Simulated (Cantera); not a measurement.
Input: 1 mol SiH₄, 1.5 mol O₃, 31 mol N₂, equilibrated at 0.133 bar.

These are equilibrium values from Cantera (NASA tables, ideal gas, pure condensed phases), not measurements of a reactor. Candidate condensed phases: H₂O, Si, SiO₂, Si₂N₂O, Si₃N₄; 35 gas species. The numbers say what is thermodynamically allowed, not how fast it happens. All values below are at 998 K.

Base state: N₂ 0.932, H₂O 0.0602, O₂ 0.00752 (mole fractions); condensed: SiO₂(β-quartz).

Q: What changes in the equilibrium state with this change: SiH₄ replaced by Si₂H₆?

A: 
```csv
species,before,after
N₂,0.932,0.912
H₂,<1e-9,0.0735
H₂O,0.0602,0.0147
O₂,0.00752,<1e-9
"SiO₂(β-quartz), mol",1.00,2.00
```
The feed counts by its element totals alone.
